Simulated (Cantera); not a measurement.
# Equilibrium for oxide etching and cleaning by halides: CaO + HCl + N₂

Feed: 1 mol CaO, 1.5 mol HCl, 26 mol N₂, held at 1023.15 K and 1.80 mbar.

These are equilibrium values from Cantera (NASA tables, ideal gas, pure condensed phases), not measurements of a reactor. Candidate condensed phases: Ca, CaCl₂, CaO, Ca(OH)₂, H₂O, NH₄Cl; 36 gas species. Mutual solubility and eutectic melting of coexisting phases are not modelled. Condensed phases not in the tables: oxide chlorides. Rates play no part.

| Property | Result |
|---|---|
| x(N₂) | 0.967 |
| x(H₂O) | 0.0227 |
| x(HCl) | 0.0103 |
| x(CaCl₂) | 2.85e-5 |
| x(Cl) | 1.16e-6 |
| n(CaCl₂(s)) | 0.611 mol |
| n(CaO(s)) | 0.388 mol |
| gas amount | 26.89 mol |
| log10 activity of Ca(s) (absent) | -21.71 |
